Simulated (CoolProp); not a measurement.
Vapour-liquid equilibrium of propane (1) + c-C4F8 (RC318) (2) at 0.196 MPa; x and y are mole fractions of (1).

Computed with CoolProp (multi-fluid Helmholtz-energy mixture model, Lemmon 2009 and Platzer 1990; pair parameters Bell 2016). This equation is an older, rougher fit; its heat capacities, sound speeds and derivatives of the liquid may be far off and weren't checked against measurements.

Question: Give the bubble temperature and the first vapour's composition at x = 0.425, 0.65, 0.725. Is there an azeotrope?

Answer: x = 0.425: 250.6 K, y = 0.812; x = 0.65: 248.6 K, y = 0.847; x = 0.725: 248.2 K, y = 0.860. No azeotrope shows between x = 0.05 and 0.95.

The pair parameters rest on a limited set of measurements; away from them the model extrapolates. With so large a gap from Raoult's law the liquid may split in two, which this calculation doesn't test in full.
